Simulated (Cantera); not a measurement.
Input: 1 mol C2H6, 0.44 mol O2, 1.9 mol H2, equilibrated at 63000 Pa.

These are equilibrium values from Cantera (NASA tables, ideal gas, pure condensed phases), not measurements of a reactor. Candidate condensed phases: C, C6H6, C7H8, C8H18, H2O; 110 gas species. Equilibrium is a limit: real reactors are often held back by kinetics, nucleation or transport.

x: gas mole fraction; n: condensed amount in mol.

```
T (°C)   x H2   x CO    x CH4    x H2O       x CO2   x C2H4  n C(graphite)
------  -----  -----  -------  -------  ----------  -------  -------------
725     0.803  0.125   0.0396   0.0259  (withheld)  2.38e-7           1.08
750     0.812  0.134   0.0312   0.0187  (withheld)  2.73e-7           1.07
775     0.820  0.140   0.0247   0.0135  (withheld)  3.08e-7           1.07
800     0.825  0.144   0.0197  0.00971  (withheld)  3.46e-7           1.07
825     0.829  0.146   0.0158  0.00703  (withheld)  3.84e-7           1.08
850     0.833  0.148   0.0128  0.00514  (withheld)  4.24e-7           1.08
875     0.836  0.150   0.0105  0.00379  (withheld)  4.66e-7           1.09
900     0.838  0.150  0.00860  0.00282  (withheld)  5.08e-7           1.09
925     0.839  0.151  0.00712  0.00212  (withheld)  5.52e-7           1.09
```

What belongs in the gaps?


- 725, x CO2: 0.00586
- 750, x CO2: 0.00403
- 775, x CO2: 0.00272
- 800, x CO2: 0.00183
- 825, x CO2: 0.00123
- 850, x CO2: 0.000837
- 875, x CO2: 0.000573
- 900, x CO2: 0.000398
- 925, x CO2: 0.000279
